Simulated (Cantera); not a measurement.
An adiabatic, constant-pressure homogeneous reactor starts with CH4 : H2 : O2 : N2 = 1 : 0.032 : 3.01 : 30.1 (molar parts), equivalence ratio 0.67, at 1623 K and 10.0 bar.

Computed with Cantera and GRI-Mech 3.0 (53 species, 325 reactions).

Question: Predict: time of steepest temperature rise; temperature at 5.00 s; equilibrium temperature; x(H2) at 5.00 s; x(O2) at 5.00 s; x(CO2) at 5.00 s; x(H) at 5.00 s; x(HO2) at 5.00 s.

Answer: 
| Property | Result |
|---|---|
| time of steepest temperature rise | 0.115 ms |
| temperature at 5.00 s | 2235 K |
| equilibrium temperature | 2235 K |
| x(H2) at 5.00 s | 0.000163 (gas-phase equilibrium 0.000163) |
| x(O2) at 5.00 s | 0.0264 (gas-phase equilibrium 0.0264) |
| x(CO2) at 5.00 s | 0.0288 (gas-phase equilibrium 0.0288) |
| x(H) at 5.00 s | 2.78e-5 (gas-phase equilibrium 2.78e-5) |
| x(HO2) at 5.00 s | 1.90e-6 (gas-phase equilibrium 1.90e-6) |
